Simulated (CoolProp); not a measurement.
The fluid at 293.15 K and 0.572 MPa (stagnation) flows isentropically through a choked orifice. The same conditions are run with several fluids, on thermodynamics alone (safety and materials aside).

Computed with CoolProp (reference Helmholtz-energy equation of state of each fluid (sulfur hexafluoride: Guder 2009; R407C: Lemmon 2003; carbon monoxide: Lemmon 2006; R143a: Lemmon and Jacobsen 2000; ethane: Bücker 2006)). Blends and air are pseudo-pure fits.

```
fluid                throat to inlet pressure ratio  mass flux (kg/(m² s))  throat temperature (K)
-------------------  ------------------------------  ---------------------  ----------------------
sulfur hexafluoride                               ?                      ?                   278.5
R407C                                             ?                   2250                   272.4
carbon monoxide                               0.528                   1330                       ?
R143a                                         0.588                      ?                   274.3
ethane                                        0.566                   1330                       ?
```

Problem. Fill in the missing entries.

Solution. 
- sulfur hexafluoride, throat to inlet pressure ratio: 0.592
- sulfur hexafluoride, mass flux (kg/(m² s)): 2840
- R407C, throat to inlet pressure ratio: 0.584
- carbon monoxide, throat temperature (K): 244.0
- R143a, mass flux (kg/(m² s)): 2210
- ethane, throat temperature (K): 265.7
